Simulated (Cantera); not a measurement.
A closed system holds: 1 mol CO, 0.72 mol H2O, equilibrated at 5.30 mbar.

Equilibrium computed with Cantera from the NASA thermochemical tables; the gas is ideal and each condensed phase is pure. Candidate condensed phases: C, C6H6, C7H8, C8H18, H2O; 110 gas species. Kinetics and transport are ignored. All values below are at 2025 °C.

Base state: CO 0.421, H2O 0.241, CO2 0.139, H2 0.131, H 0.0476, OH 0.0141, O 0.00350, O2 0.00270 (mole fractions); condensed: gas only.

Q: What changes in the equilibrium state with this change: 0.023 mol CH4 added?

A: 
```json
[
 {"species": "CO", "before": "0.421", "after": "0.429"},
 {"species": "H2O", "before": "0.241", "after": "0.234"},
 {"species": "H2", "before": "0.131", "after": "0.147"},
 {"species": "CO2", "before": "0.139", "after": "0.122"},
 {"species": "OH", "before": "0.0141", "after": "0.0129"},
 {"species": "H", "before": "0.0476", "after": "0.0505"},
 {"species": "O2", "before": "0.00270", "after": "0.00200"},
 {"species": "O", "before": "0.00350", "after": "0.00302"}
]
```
